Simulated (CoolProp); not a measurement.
Vapour-liquid equilibrium of R13 (1) + R11 (2) at 28.4 kPa; x and y are mole fractions of (1).

Values from CoolProp's multi-fluid Helmholtz-energy mixture model, Platzer 1990 and Jacobsen 1992; pair parameters Bell 2016. This equation is an older, rougher fit; its heat capacities, sound speeds and derivatives of the liquid may be far off and weren't checked against measurements.

| x | bubble temperature, mixture model (K) | bubble temperature, Raoult's law (K) | y, mixture model | y, Raoult's law |
|---|---|---|---|---|
| 0.05 | 213.1 | 227.9 | ___ | 0.879 |
| 0.2 | ___ | 198.1 | ___ | 0.990 |
| 0.35 | ___ | 187.6 | ___ | 0.997 |
| 0.5 | ___ | 181.5 | 0.999 | 0.999 |
| 0.65 | ___ | 177.3 | 0.999 | 0.999 |
| 0.8 | ___ | 174.1 | 1.000 | 1.000 |
| 0.95 | 171.6 | 171.6 | 1.000 | 1.000 |

**Question.** Fill in the missing entries.

**Answer.** 
- 0.05, y, mixture model: 0.956
- 0.2, bubble temperature, mixture model (K): 186.7
- 0.2, y, mixture model: 0.996
- 0.35, bubble temperature, mixture model (K): 179.9
- 0.35, y, mixture model: 0.998
- 0.5, bubble temperature, mixture model (K): 176.9
- 0.65, bubble temperature, mixture model (K): 175.0
- 0.8, bubble temperature, mixture model (K): 173.4

The largest gap from Raoult's law is -14.8 K in bubble temperature, at x = 0.05. No azeotrope shows between x = 0.05 and 0.95.

Pair parameters are fitted to limited data, so mixtures are less certain than the pure fluids. With so large a gap from Raoult's law the liquid may split in two, which this calculation doesn't test in full.
